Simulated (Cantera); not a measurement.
A closed system holds: 1 mol FeS2, 1.1 mol H2S, 5.2 mol CO2, at 1373 K and 5.70 bar.

These are equilibrium values from Cantera (NASA tables, ideal gas, pure condensed phases), not measurements of a reactor. Candidate condensed phases: C, C6H6, C7H8, C8H18, Fe, Fe(CO)5, FeO, Fe(OH)2, Fe(OH)3, FeS, FeSO4, FeS2, Fe2O3, Fe2(SO4)3, Fe3O4, H2O, H2SO4, S; 127 gas species. FeS: taken at fixed stoichiometry. Kinetics and transport are ignored.

Base state: CO2 0.599, CO 0.108, S2 0.105, H2O 0.0980, H2S 0.0469, COS 0.0192, SO2 0.0137, H2 0.00854 (mole fractions); condensed: FeS(s).

Task: What changes in the equilibrium state with this change: pressure from 5.70 bar to 29.0 mbar?

Result: 
```json
[
 {"species": "CO2", "before": "0.599", "after": "0.497"},
 {"species": "CO", "before": "0.108", "after": "0.197"},
 {"species": "H2O", "before": "0.0980", "after": "0.116"},
 {"species": "H2S", "before": "0.0469", "after": "0.00906"},
 {"species": "COS", "before": "0.0192", "after": "0.00261"},
 {"species": "SO2", "before": "0.0137", "after": "0.0409"},
 {"species": "H2", "before": "0.00854", "after": "0.0223"},
 {"species": "S2", "before": "0.105", "after": "0.113"},
 {"species": "CS2", "before": "0.000147", "after": "3.25e-6"},
 {"species": "S", "before": "1.10e-6", "after": "1.61e-5"},
 {"species": "FeS(s), mol", "before": "1.00", "after": "1.000"}
]
```
